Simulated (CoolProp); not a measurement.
Computed with CoolProp (reference Helmholtz-energy equation of state, Gao 2022).

Q: For n-perfluoropentane, give the phase and the cp (kJ/(kg K)), speed of sound (m/s) at -40.95 °C and 663 kPa; 142.75 °C and 746 kPa; 198.45 °C and 15.6 kPa.

A: 
- -40.95 °C and 663 kPa: liquid; cp 0.920, speed of sound 654
- 142.75 °C and 746 kPa: gas; cp 1.01, speed of sound 95.8
- 198.45 °C and 15.6 kPa: gas; cp 1.02, speed of sound 118
